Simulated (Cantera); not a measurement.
A closed system holds: 1 mol Si3N4, 1.4 mol NF3, 5 mol F2, equilibrated at 725 K and 0.100 bar.

Equilibrium computed with Cantera from the NASA thermochemical tables; the gas is ideal and each condensed phase is pure. Candidate condensed phases: Si, Si3N4; 16 gas species. Kinetics and transport are ignored.

Base state: SiF4 0.480, N2 0.388, NF3 0.0877, F2 0.0435, F 0.00154 (mole fractions); condensed: gas only.

**Question.** What changes in the equilibrium state with this change: temperature from 725 K to 1298 K?

**Answer.** 
```
species   before    after
-------  -------  -------
SiF4       0.480    0.383
N2         0.388    0.344
F        0.00154    0.265
NF3       0.0877  4.62e-7
F2        0.0435  0.00758
```

**Question.** What changes in the equilibrium state with this change: temperature from 725 K to 1673 K?

**Answer.** 
```csv
species,before,after
SiF4,0.480,0.380
N2,0.388,0.342
F,0.00154,0.278
NF3,0.0877,<1e-9
F2,0.0435,0.000260
```

**Question.** What changes in the equilibrium state with this change: 0.018 mol HCl added?

**Answer.** 
| species | before | after |
|---|---|---|
| SiF4 | 0.480 | 0.477 |
| N2 | 0.388 | 0.387 |
| NF3 | 0.0877 | 0.0857 |
| HF | 0 | 0.00286 |
| ClF | 0 | 0.00281 |
| F2 | 0.0435 | 0.0429 |
| ClF3 | 0 | 4.94e-5 |
| F | 0.00154 | 0.00153 |
Further candidate phases: NH4Cl.
